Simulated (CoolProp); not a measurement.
Model: reference Helmholtz-energy equation of state, Gao 2016, in CoolProp.

Problem. Give the vapour pressure (MPa), liquid density (kg/m³), vapour density (kg/m³) of saturated sulfur dioxide at -46.25, 4.35, 55.05 °C.

Solution. 
```tsv
T (°C)	p (MPa)	liquid density (kg/m³)	vapour density (kg/m³)
-46.25	0.0147	1550	0.503
4.35	0.185	1420	5.37
55.05	0.966	1280	26.0
```
